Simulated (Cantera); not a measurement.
Charge: 1 mol NH3, 0.019 mol O2, 1.4 mol H2, held at 1 atm.

Method: chemical equilibrium by Gibbs-energy minimisation in Cantera with the NASA 1993 tables (ideal gas, pure condensed phases). Candidate condensed phases: H2O; 24 gas species. Rates play no part.

At 1575 K, list the 5 most abundant gas species with their mole fractions, and the condensed phases.

H2 0.842, N2 0.147, H2O 0.0112, H 3.79e-5, NH3 1.50e-5. Condensed: gas only.
